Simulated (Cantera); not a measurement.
A closed system holds: 1 mol MgO, 0.083 mol N2, equilibrated at 1900 Pa.

These are equilibrium values from Cantera (NASA tables, ideal gas, pure condensed phases), not measurements of a reactor. Candidate condensed phases: Mg, MgO; 13 gas species. The numbers say what is thermodynamically allowed, not how fast it happens.

x: gas mole fraction; n: condensed amount in mol.

```tsv
T (K)	x N2	x Mg	x O2	x NO	x O	x MgO	n MgO(s)
1450	1.00	…	4.02e-11	1.48e-8	9.24e-11	<1e-12	1.00
1525	1.00	…	5.47e-10	7.93e-8	9.61e-10	5.00e-12	1.00
1600	1.000	…	5.71e-9	3.60e-7	7.95e-9	5.68e-11	1.00
1675	1.000	…	4.71e-8	1.41e-6	5.38e-8	5.18e-10	1.00
1750	1.000	…	3.12e-7	4.79e-6	3.03e-7	3.90e-9	1.00
1825	1.000	…	1.70e-6	1.45e-5	1.45e-6	2.49e-8	1.000
1900	1.000	…	7.68e-6	3.91e-5	6.00e-6	1.37e-7	1.000
1975	1.000	…	2.97e-5	9.57e-5	2.18e-5	6.61e-7	1.000
2050	0.999	…	0.000100	0.000215	7.06e-5	2.84e-6	1.000
2125	0.998	…	0.000300	0.000451	0.000208	1.10e-5	1.000
2200	0.995	…	0.000819	0.000886	0.000561	3.86e-5	1.000
2275	0.988	…	0.00205	0.00165	0.00141	0.000125	0.999
```

Fill in the missing entries.


- 1450, x Mg: 1.50e-8
- 1525, x Mg: 8.14e-8
- 1600, x Mg: 3.79e-7
- 1675, x Mg: 1.55e-6
- 1750, x Mg: 5.72e-6
- 1825, x Mg: 1.93e-5
- 1900, x Mg: 6.04e-5
- 1975, x Mg: 0.000177
- 2050, x Mg: 0.000486
- 2125, x Mg: 0.00126
- 2200, x Mg: 0.00308
- 2275, x Mg: 0.00717
